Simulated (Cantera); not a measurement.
A freely propagating, adiabatic, planar premixed flame of H2 : O2 : N2 = 1 : 0.833 : 3.13 (molar parts), equivalence ratio 0.60, unburnt at 525 K and 0.128 atm; mixture-averaged transport, grid criteria slope 0.08 and curve 0.16, no radiation.

Model: the H2/O2 subset of GRI-Mech 3.0, which has no nitrogen chemistry, integrated in Cantera. Burning velocities carry a grid error of a few per cent, more on coarse grids. Lean hydrogen flames are cellular in practice and burn faster than this planar one.

Question: Predict: laminar burning velocity; thermal thickness; peak x(H2O2); peak x(O); peak x(HO2).

Answer: 
| Quantity | Value |
|---|---|
| laminar burning velocity | 321 cm/s |
| thermal thickness | 6.02 mm |
| peak x(H2O2) | 3.64e-6 |
| peak x(O) | 0.0151 |
| peak x(HO2) | 7.11e-5 |
